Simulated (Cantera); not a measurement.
A freely propagating, adiabatic, planar premixed flame of H2 : O2 : N2 = 1 : 0.333 : 1.2 (molar parts), equivalence ratio 1.5, unburnt at 648 K and 0.380 bar; mixture-averaged transport, grid criteria slope 0.08 and curve 0.16, no radiation.

Computed with Cantera and the H2/O2 subset of GRI-Mech 3.0, which has no nitrogen chemistry. Burning velocities carry a grid error of a few per cent, more on coarse grids.

### Question
What does this change do: H2 1 to 1.3 parts?

### Answer
```tsv
quantity	before	after
laminar burning velocity	939 cm/s	951 cm/s
thermal thickness	1.63 mm	1.62 mm
peak x(OH)	0.0133	0.00693
peak x(HO2)	0.000103	9.50e-5
peak x(O)	0.00934	0.00576
```

### Question
What does this change do: inlet temperature 648 to 300 K?

### Answer
```
quantity                    before     after
------------------------  --------  --------
laminar burning velocity  939 cm/s  296 cm/s
thermal thickness          1.63 mm   1.17 mm
peak x(OH)                  0.0133   0.00887
peak x(HO2)               0.000103  0.000292
peak x(O)                  0.00934   0.00658
```
